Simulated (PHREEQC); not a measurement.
2.6 g of hydrous ferric oxide (600 m²/g; 0.2 weak and 0.005 strong sites per Fe, Dzombak-Morel constants, diffuse double layer) in 1 kg of water with 0.05 mol/kgw of an inert sodium salt and 0.78 mmol/kgw SrCl2, at 25 °C; the pH is set by adding NaOH or the inert anion's acid. Oxygen alone is held at its pressure in air (log pO2 = -0.68). No CO2 enters from the air. No solid was allowed to form.

The series has 17 steps of pH, from 3 to 11.

Equilibrium calculation in PHREEQC: ion-association model, wateq4f.dat.

Near which pH is half of the Sr sorbed, and on which side is more sorbed?

Near pH 8.7, with more sorbed at higher pH.

The oxide is taken as insoluble; below pH 4 it would dissolve.
